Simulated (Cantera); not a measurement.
Input: 1 mol Fe, 0.46 mol CO, 3.6 mol H2, 0.31 mol CO2, held at 94.0 Pa.

These are equilibrium values from Cantera (NASA tables, ideal gas, pure condensed phases), not measurements of a reactor. Candidate condensed phases: C, C6H6, C7H8, C8H18, Fe, Fe(CO)5, FeO, Fe(OH)2, Fe(OH)3, Fe2O3, Fe3O4, H2O; 114 gas species. Rates play no part. All values below are at 652 °C.

Base state: H2 0.773, CO 0.156, H2O 0.0504, CO2 0.0205 (mole fractions); condensed: Fe(α).

Q: What changes in the equilibrium state with this change: CO from 0.46 to 30 mol?

A: 
```csv
species,before,after
CO,0.156,0.885
H2,0.773,0.106
CO2,0.0205,0.00863
H2O,0.0504,0.000510
"Fe(α), mol",1.00,1.00
```
